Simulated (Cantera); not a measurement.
Source: NASA polynomial tables (part measured, part estimated), evaluated in Cantera. Values are per mole of reaction as written; species without (g) are pure solids or liquids, kept so even where they would boil at 1 bar.

3 TiCl4 + Ti = 4 TiCl3(g)

| T (K) | ΔH° (kJ) | ΔS° (J/K) | ΔG° (kJ) | log10 K |
|---|---|---|---|---|
| 423 | ___ | ___ | ___ | ___ |
| 448 | 231.9 | 415.8 | 45.6 | -5.32 |
| 473 | ___ | ___ | ___ | ___ |
| 498 | 224.7 | 400.6 | 25.2 | -2.65 |
| 523 | ___ | ___ | ___ | ___ |
| 548 | ___ | ___ | ___ | ___ |

Question: Fill in the missing entries.

Answer: 
- 423, ΔH° (kJ): 235.6
- 423, ΔS° (J/K): 424.2
- 423, ΔG° (kJ): 56.1
- 423, log10 K: -6.93
- 473, ΔH° (kJ): 228.3
- 473, ΔS° (J/K): 407.9
- 473, ΔG° (kJ): 35.3
- 473, log10 K: -3.90
- 523, ΔH° (kJ): 221.2
- 523, ΔS° (J/K): 393.7
- 523, ΔG° (kJ): 15.3
- 523, log10 K: -1.53
- 548, ΔH° (kJ): 217.7
- 548, ΔS° (J/K): 387.1
- 548, ΔG° (kJ): 5.5
- 548, log10 K: -0.53
